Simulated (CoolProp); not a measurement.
The fluid at 818.84 K and 0.113 MPa (gas) is heated at constant pressure to 967.8 K. The same conditions are run with several fluids, on thermodynamics alone (safety and materials aside).

The numbers come from the reference Helmholtz-energy equation of state of each fluid (dry air: Lemmon 2000; nitrogen: Span 2000; normal hydrogen: Leachman 2009; oxygen: Schmidt 1985; carbon dioxide: Span 1996) in CoolProp. Blends and air are pseudo-pure fits.

```tsv
fluid	heat (kJ/kg)	final density (kg/m³)
dry air	167	0.407
nitrogen	170	0.393
normal hydrogen	2210	0.0283
oxygen	160	0.449
carbon dioxide	179	0.618
```

Above 300 K oxygen's equation is extrapolated.
